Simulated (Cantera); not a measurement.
Mixture: CH4 : O2 : N2 = 1 : 1.82 : 6.84 (molar parts), at 5.00 bar, adiabatic and at constant volume. Ignition delay is the time to a rise of 400 K.

Model: GRI-Mech 3.0 (53 species, 325 reactions), integrated in Cantera.

Predict: delay at 1100 K; delay at 1200 K; delay at 1300 K; delay at 1400 K; delay at 1500 K; delay at 1600 K; delay at 1700 K; apparent activation energy between 1500 and 1700 K.


- delay at 1100 K = 39.3 ms
- delay at 1200 K = 9.99 ms
- delay at 1300 K = 2.88 ms
- delay at 1400 K = 0.923 ms
- delay at 1500 K = 0.326 ms
- delay at 1600 K = 0.127 ms
- delay at 1700 K = 54.6 µs
- apparent activation energy between 1500 and 1700 K = 190 kJ/mol
